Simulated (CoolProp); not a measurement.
Saturated liquid density (kg/m³) of sulfur hexafluoride: the reference equation beside estimates from Tc = 45.6 °C, pc = 37.55 bar, ω = 0.210.

Computed with CoolProp (reference Helmholtz-energy equation of state, Guder 2009).

| T (°C) | reference | Redlich-Kwong | Peng-Robinson |
|---|---|---|---|
| -44.45 | 1819 | 1680 | 1967 |
| -40.95 | 1802 | 1659 | 1945 |
| -37.35 | 1783 | 1637 | 1921 |
| -33.85 | 1765 | 1614 | 1897 |
| -30.25 | 1745 | 1591 | 1871 |
| -26.75 | 1726 | 1567 | 1846 |
| -23.15 | 1705 | 1543 | 1818 |
| -19.55 | 1684 | 1517 | 1790 |
| -16.05 | 1663 | 1492 | 1761 |
| -12.45 | 1641 | 1465 | 1730 |
| -8.95 | 1619 | 1437 | 1699 |
| -5.35 | 1595 | 1408 | 1665 |
| -1.85 | 1571 | 1379 | 1631 |
| 1.75 | 1545 | 1348 | 1594 |

Absolute difference from the reference over all 14 rows, mean and median: Redlich-Kwong 9.9 and 9.7 %, Peng-Robinson 6.1 and 6.5 %.
